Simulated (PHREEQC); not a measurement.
Make-up at 92 °C: 0.0023 mol CO2 and 0.00053 mol Sr(NO3)2 per kg of water. Closed to the air; pH follows from the charge balance.

Computed with PHREEQC (ion-association model, phreeqc.dat).

```json
{
 "pH": "4.50",
 "ionic_strength": "0.00162 mol/kgw",
 "specific_conductance": "417 µS/cm"
}
```

```csv
species,molality,activity,log γ
CO2,0.00227,0.00227,0.000
NO3-,0.00106,0.00101,-0.023
Sr+2,0.000528,0.000431,-0.088
H+,3.31e-5,3.15e-5,-0.021
HCO3-,3.10e-5,2.95e-5,-0.022
SrHCO3+,2.03e-6,1.93e-6,-0.022
(CO2)2,4.29e-7,4.29e-7,0.000
OH-,1.43e-8,1.35e-8,-0.023
```

This is a speciation only: nothing precipitates in the calculation. Away from 25 °C the constants follow the database's enthalpies or fits; those with neither stay at their 25 °C values.
